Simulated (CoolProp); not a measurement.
A single-stage vapour-compression cycle with the fluid: evaporating at 240.15 K (dew point), condensing at 298.15 K (bubble point), superheat 2 K, subcooling 8 K, compressor efficiency 0.7, no pressure losses. The same conditions are run with several fluids, on thermodynamics alone (safety and materials aside).

Values from CoolProp's reference Helmholtz-energy equation of state of each fluid (CH3F (R41): Lemmon 2006; propane: Lemmon 2009; cis-2-butene: Lemmon 2005; R410A: Lemmon 2003; C3F8 (R218): Lemmon 2006). Blends and air are pseudo-pure fits.

```
fluid         cooling COP  pressure ratio  discharge temperature (K)  refrigerating effect (kJ/kg)  volumetric capacity (kJ/m³)
------------  -----------  --------------  -------------------------  ----------------------------  ---------------------------
CH3F (R41)           2.06            5.17                        ___                           ___                         4250
propane              2.36            6.39                        ___                           296                         1010
cis-2-butene         2.50            11.0                      342.7                           344                          188
R410A                2.29            6.97                      353.9                           184                         1700
C3F8 (R218)          1.91            7.24                      298.2                          52.6                          625
```

Task: Complete the blanks.

Result: 
- CH3F (R41), discharge temperature (K): 381.3
- CH3F (R41), refrigerating effect (kJ/kg): 292
- propane, discharge temperature (K): 330.4

The compression ends wet for: C3F8 (R218).
